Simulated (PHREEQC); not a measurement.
0.063 g of hydrous ferric oxide (600 m²/g; 0.2 weak and 0.005 strong sites per Fe, Dzombak-Morel constants, diffuse double layer) in 1 kg of water with 0.01 mol/kgw of an inert sodium salt and 1.6e-05 mol Ag2SO4, 2e-05 mol CaCl2 and 1e-06 mol CuSO4, at 25 °C; the pH is set by adding NaOH or the inert anion's acid. Oxygen alone is held at its pressure in air (log pO2 = -0.68). The system is closed to CO2. Nothing may precipitate in this run.

The series has 13 steps of pH, from 3 to 11.

All values are PHREEQC results (ion-association model, wateq4f.dat), not measurements.

### Question
Near which pH is half of the S sorbed, and on which side is more sorbed?

### Answer
Near pH 6.0, with more sorbed at lower pH.

### Question
Near which pH is half of the Ag sorbed, and on which side is more sorbed?

### Answer
Near pH 9.3, with more sorbed at higher pH.

### Question
Near which pH is half of the Ca sorbed, and on which side is more sorbed?

### Answer
Near pH 9.2, with more sorbed at higher pH.

Along this series the solution becomes supersaturated in solids that the run did not let form, among them Cerargyrite. Species that the database lacks are ignored. The database's constant for dissolved Cu(OH)2 is higher than later reviews accept. The oxide is taken as insoluble; below pH 4 it would dissolve.
